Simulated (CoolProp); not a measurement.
Vapour-liquid equilibrium of R22 (1) + R152A (2) at 200.2 K; x and y are mole fractions of (1).

Values from CoolProp's multi-fluid Helmholtz-energy mixture model, Kamei 1995 and Outcalt 1996; pair parameters Bell 2016.

```tsv
x	bubble pressure (bar)	y at the bubble point	dew pressure at overall composition x (bar)	liquid density (mol/L)
0.05	0.06572	0.107	0.06355	16.80
0.2	0.07824	0.370	0.06962	16.88
0.35	0.09212	0.571	0.07709	16.96
0.5	0.1077	0.725	0.08661	17.05
0.65	0.1250	0.841	0.09937	17.14
0.8	0.1436	0.926	0.1180	17.23
0.95	0.1626	0.985	0.1504	17.31
```

No azeotrope shows between x = 0.05 and 0.95.

Pair parameters are fitted to limited data, so mixtures are less certain than the pure fluids.
